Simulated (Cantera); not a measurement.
An isothermal, constant-pressure homogeneous reactor starts with 86.4 % NO, 10.4 % N2, 3.28 % H2O, at 1800 K and 293 Torr.

Computed with Cantera and GRI-Mech 3.0 (53 species, 325 reactions).

Predict: x(NO) at 30.0 s; x(O) at 30.0 s; x(O2) at 30.0 s; x(NO2) at 30.0 s; x(N2) at 30.0 s; x(N2O) at 30.0 s.


| Property | Result |
|---|---|
| x(NO) at 30.0 s | 0.0778 (gas-phase equilibrium 0.00491) |
| x(O) at 30.0 s | 0.000123 (gas-phase equilibrium 0.000128) |
| x(O2) at 30.0 s | 0.392 (gas-phase equilibrium 0.429) |
| x(NO2) at 30.0 s | 0.000166 (gas-phase equilibrium 1.10e-5) |
| x(N2) at 30.0 s | 0.496 (gas-phase equilibrium 0.533) |
| x(N2O) at 30.0 s | 1.94e-6 (gas-phase equilibrium 1.45e-7) |
